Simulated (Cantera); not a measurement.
An isothermal, constant-pressure homogeneous reactor starts with CH₄ : H₂O : H₂ = 1 : 1.2 : 0.13 (molar parts), at 1275 K and 10.0 bar.

Cantera simulation using GRI-Mech 3.0 (53 species, 325 reactions); the numbers are that mechanism's predictions, not measurements.

**Question.** Predict: x(CH₄) at 200 s; x(H₂O) at 200 s; x(H₂) at 200 s; x(CH₂O) at 200 s.

**Answer.** 
- x(CH₄) at 200 s = 0.361 (gas-phase equilibrium 0.0151)
- x(H₂O) at 200 s = 0.458 (gas-phase equilibrium 0.0531)
- x(H₂) at 200 s = 0.148 (gas-phase equilibrium 0.709)
- x(CH₂O) at 200 s = 2.02e-7 (gas-phase equilibrium 7.16e-7)
